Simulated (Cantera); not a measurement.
Feed: 1 mol AlN, 3.6 mol H₂O, 32 mol H₂, equilibrated at 1652 °C and 13.3 mbar.

Cantera equilibrium calculation (NASA polynomials, part measured and part estimated; ideal gas, pure solids and liquids). Candidate condensed phases: Al, AlN, Al₂O₃, H₂O; 35 gas species. Rates play no part.

Question: What is the equilibrium state?

Answer: 
| Item | Value |
|---|---|
| x(H₂) | 0.920 |
| x(H₂O) | 0.0579 |
| x(N₂) | 0.0138 |
| x(H) | 0.00794 |
| x(OH) | 4.32e-5 |
| n(Al₂O₃(s)) | 0.500 mol |
| gas amount | 36.24 mol |
| log10 activity of Al(l) (absent) | -6.86 |
